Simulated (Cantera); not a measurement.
Input (Python, Cantera) and output of one run.

```python
import numpy as np
import cantera as ct

gas_names = """
    C CH CH2 CH3 CH2OH CH3O CH4 CH3OH CO CO2 COOH C2 C2H CHCO,ketyl C2H2,acetylene C2H2,vinylidene
    CH2CO,ketene C2H3,vinyl CH3CO,acetyl C2H4 C2H4O,ethylen CH3CHO,ethanal CH3COOH (HCOOH)2 C2H5 C2H6
    CH3OCH3 C2H5OH C2O C3 C3H3,propargyl C3H4,allene C3H4,propyne C3H4,cyclo- C3H5,allyl C3H6,propylene
    C3H6,cyclo- C3H6O C3H7,n-propyl C3H7,i-propyl C3H8 C3H8O,1propanol C3H8O,2propanol C3O2 C4 C4H2
    C4H4,1,3-cyclo- C4H6,butadiene C4H6,2-butyne C4H6,cyclo- C4H8,1-butene C4H8,cis2-buten
    C4H8,tr2-butene C4H8,isobutene C4H8,cyclo- (CH3COOH)2 C4H9,n-butyl C4H9,i-butyl C4H9,s-butyl
    C4H9,t-butyl C4H10,isobutane C4H10,n-butane C5 C5H6,1,3cyclo- C5H8,cyclo- C5H10,1-pentene
    C5H10,cyclo- C5H11,pentyl C5H11,t-pentyl C5H12,n-pentane C5H12,i-pentane CH3C(CH3)2CH3 C6H2
    C6H5,phenyl C6H5O,phenoxy C6H6 C6H5OH,phenol C6H10,cyclo- C6H12,1-hexene C6H12,cyclo- C6H13,n-hexyl
    C7H7,benzyl C7H8 C7H8O,cresol C7H14,1-heptene C7H15,n-heptyl C7H16,n-heptane C8H8,styrene
    C8H10,ethylbenz C8H16,1-octene C8H17,n-octyl C8H18,isooctane C8H18,n-octane C9H19,n-nonyl
    C10H8,naphthale C10H21,n-decyl C12H9,o-bipheny C12H10,bipheny H HCO HO2 H2 HCHO,formaldehy HCOOH H2O
    H2O2 O OH O2 O3 Ti TiO TiO2
""".split()
cond_names = """
    C(gr) C6H6(L) C7H8(L) C8H18(L),n-octa H2O(s) H2O(L) Ti(a) Ti(b) Ti(L) TiC(s) TiC(L) TiO(a) TiO(b)
    TiO(L) TiO2(ru) TiO2(L) Ti2O3(a) Ti2O3(b) Ti2O3(L) Ti3O5(a) Ti3O5(b) Ti3O5(L) Ti4O7(s) Ti4O7(L)
""".split()


def load(file, names, dense=False):
    # The tables refer to 1 bar. Condensed volumes are neglected.
    table = {s.name: s for s in ct.Species.list_from_file(file)}
    out = []
    for n in names:
        d = dict(table[n].input_data)
        d["thermo"] = dict(d["thermo"], **{"reference-pressure": 1e5})
        if dense:
            d["equation-of-state"] = {"model": "constant-volume", "density": "1e6 g/cm^3"}
        out.append(ct.Species.from_dict(d))
    return out


gas = ct.Solution(thermo="ideal-gas", species=load("nasa_gas.yaml", gas_names))
cond = {s.name: ct.Solution(thermo="fixed-stoichiometry", species=[s], name=s.name)
        for s in load("nasa_condensed.yaml", cond_names, dense=True)}
atoms = {
    'Ti(OiPr)4': {'Ti': 1, 'C': 12, 'H': 28, 'O': 4},
    'H2O': {'H': 2, 'O': 1},
    'H2': {'H': 2},
    'O2': {'O': 2},
}
top_T = {'C(gr)': 4500}  # K; cautious upper limits of use, not melting points


def equilibrate(T, P, feed):
    n = {}
    for name, mol in feed.items():
        for a, k in atoms[name].items():
            n[a] = n.get(a, 0.0) + k * mol
    gas.TPX = T, P, n
    mass = sum(n.values()) * gas.mean_molecular_weight
    gas.equilibrate("TP")
    valid = [c for c in cond.values() if c.min_temp <= T <= top_T.get(c.name, c.max_temp)]
    mix = ct.Mixture([(gas, mass / gas.mean_molecular_weight)] + [(c, 0.0) for c in valid])
    mix.T, mix.P = T, P
    mix.equilibrate("TP", solver="vcs", rtol=1e-11, max_steps=5000)
    return mix


results = []
feed = {'Ti(OiPr)4': 1, 'H2O': 4.5, 'H2': 7.3, 'O2': 1.9}  # mol
T = 1650  # K
for P in [10, 63, 400, 2500, 16000, 100000]:
    mix = equilibrate(T, P, feed)
    results.append((T, P, feed, dict(zip(mix.species_names, mix.species_moles))))
    x = sorted(zip(gas.X, gas.species_names), reverse=True)
    print(f"T = {T:g} K  P = {P:g} Pa  gas = {mix.phase_moles(0):.4g} mol")
    print("   x: " + "  ".join(f"{s} {v:.3e}" for v, s in x if v > 1e-06))
    print("   condensed (mol): " + ("  ".join(f"{mix.phase(i).name} {mix.phase_moles(i):.4g}"
          for i in range(1, mix.n_phases) if mix.phase_moles(i) > 1e-12) or "none"))
```

Output:

```
T = 1650 K  P = 10 Pa  gas = 37.59 mol
   x: H2 6.826e-01  CO 3.099e-01  H 7.505e-03  H2O 7.818e-06  TiO 5.658e-06  Ti 1.164e-06  CO2 1.105e-06
   condensed (mol): TiC(s) 0.3501  TiO(b) 0.6496
T = 1650 K  P = 63 Pa  gas = 37.51 mol
   x: H2 6.864e-01  CO 3.106e-01  H 2.999e-03  H2O 1.975e-05  CO2 2.783e-06
   condensed (mol): TiC(s) 0.3504  TiO(b) 0.6495
T = 1650 K  P = 400 Pa  gas = 37.34 mol
   x: H2 6.903e-01  CO 3.085e-01  H 1.193e-03  H2O 4.175e-05  CO2 5.808e-06
   condensed (mol): TiC(s) 0.4807  Ti2O3(b) 0.2596
T = 1650 K  P = 2500 Pa  gas = 37.33 mol
   x: H2 6.909e-01  CO 3.086e-01  H 4.776e-04  H2O 8.698e-05  CO2 1.209e-05
   condensed (mol): TiC(s) 0.4815  Ti2O3(b) 0.2593
T = 1650 K  P = 16000 Pa  gas = 37.32 mol
   x: H2 6.910e-01  CO 3.086e-01  H 1.888e-04  H2O 1.828e-04  CO2 2.541e-05  CH4 1.219e-05
   condensed (mol): TiC(s) 0.4829  Ti2O3(b) 0.2585
T = 1650 K  P = 100000 Pa  gas = 37.3 mol
   x: H2 6.908e-01  CO 3.085e-01  H2O 3.803e-04  CH4 2.286e-04  H 7.550e-05  CO2 5.287e-05  C2H2,acetylene 4.095e-06
   condensed (mol): TiC(s) 0.4829  Ti2O3(b) 0.2585
```

These are equilibrium values from Cantera (NASA tables, ideal gas, pure condensed phases), not measurements of a reactor. The feed counts by its element totals alone. Mutual solubility and eutectic melting of coexisting phases are not modelled. TiC, TiO: taken at fixed stoichiometry. Condensed phases not in the tables: solid solutions among these carbides, nitrides and lower oxides.
